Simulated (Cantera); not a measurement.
An isothermal, constant-pressure homogeneous reactor starts with H2 : O2 : N2 = 0.8 : 1 : 8.2 (molar parts), equivalence ratio 0.40, at 750 K and 0.750 atm. Integrator tolerance rtol = 1e-08.

Cantera simulation using the H2/O2 subset of GRI-Mech 3.0, which has no nitrogen chemistry; the numbers are that mechanism's predictions, not measurements. Below about 950 K walls govern HO2 and H2O2 in real vessels. The temperature is held fixed by assumption; the heat of reaction is taken as removed at once.

Problem. What does this change do: temperature 750 to 875 K?

Solution. 
| quantity | before | after |
|---|---|---|
| x(H2) at 4.00 s | 0.0800 (gas-phase equilibrium <1e-12) | 0.0542 (gas-phase equilibrium <1e-12) |
| x(O2) at 4.00 s | 0.100 (gas-phase equilibrium 0.0625) | 0.0877 (gas-phase equilibrium 0.0625) |
| x(H) at 4.00 s | <1e-12 (gas-phase equilibrium <1e-12) | 8.24e-8 (gas-phase equilibrium <1e-12) |
| x(H2O) at 4.00 s | 1.76e-9 (gas-phase equilibrium 0.0833) | 0.0265 (gas-phase equilibrium 0.0833) |
| x(HO2) at 4.00 s | 5.15e-9 (gas-phase equilibrium 1.55e-12) | 1.73e-5 (gas-phase equilibrium 3.26e-11) |
| x(OH) at 4.00 s | <1e-12 (gas-phase equilibrium 1.24e-10) | 1.66e-8 (gas-phase equilibrium 5.11e-9) |
| x(H2O2) at 4.00 s | 7.61e-9 (gas-phase equilibrium <1e-12) | 0.000425 (gas-phase equilibrium 8.25e-12) |

Problem. What does this change do: temperature 750 to 925 K?

Solution. 
| quantity | before | after |
|---|---|---|
| x(H2) at 4.00 s | 0.0800 (gas-phase equilibrium <1e-12) | 0.000356 (gas-phase equilibrium 3.01e-12) |
| x(O2) at 4.00 s | 0.100 (gas-phase equilibrium 0.0625) | 0.0627 (gas-phase equilibrium 0.0625) |
| x(H) at 4.00 s | <1e-12 (gas-phase equilibrium <1e-12) | 2.79e-9 (gas-phase equilibrium <1e-12) |
| x(H2O) at 4.00 s | 1.76e-9 (gas-phase equilibrium 0.0833) | 0.0830 (gas-phase equilibrium 0.0833) |
| x(HO2) at 4.00 s | 5.15e-9 (gas-phase equilibrium 1.55e-12) | 2.65e-6 (gas-phase equilibrium 8.74e-11) |
| x(OH) at 4.00 s | <1e-12 (gas-phase equilibrium 1.24e-10) | 6.09e-8 (gas-phase equilibrium 1.71e-8) |
| x(H2O2) at 4.00 s | 7.61e-9 (gas-phase equilibrium <1e-12) | 3.36e-6 (gas-phase equilibrium 1.81e-11) |
